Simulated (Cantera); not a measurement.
# Equilibrium for metals in furnace atmospheres: Pb + CO₂ + N₂

A closed system holds: 1 mol Pb, 5.4 mol CO₂, 51 mol N₂, at 13.3 mbar.

Equilibrium computed with Cantera from the NASA thermochemical tables; the gas is ideal and each condensed phase is pure. Candidate condensed phases: C, Pb, PbO, PbO₂, Pb₃O₄; 27 gas species. Kinetics and transport are ignored.

From 1025 K to 1100 K the condensed part is Pb(l). From 1175 K to 1475 K nothing is condensed. The main Pb-bearing gas is Pb throughout.

```csv
T (K),x N₂,x CO₂,x Pb,x CO,x PbO,x NO,x O₂,n Pb(l)
1025,0.902,0.0955,0.00209,2.47e-5,2.47e-5,4.47e-10,2.19e-11,0.881
1100,0.896,0.0948,0.00909,9.60e-5,9.60e-5,2.26e-9,1.31e-10,0.477
1175,0.889,0.0939,0.0172,0.000226,0.000226,1.28e-8,1.18e-9,0
1250,0.889,0.0937,0.0171,0.000364,0.000364,7.88e-8,1.45e-8,0
1325,0.889,0.0935,0.0169,0.000552,0.000551,3.95e-7,1.35e-7,0
1400,0.888,0.0933,0.0166,0.000798,0.000795,1.67e-6,9.85e-7,0
1475,0.888,0.0930,0.0163,0.00111,0.00109,6.06e-6,5.85e-6,0
```
x: gas mole fraction; n: condensed amount in mol.
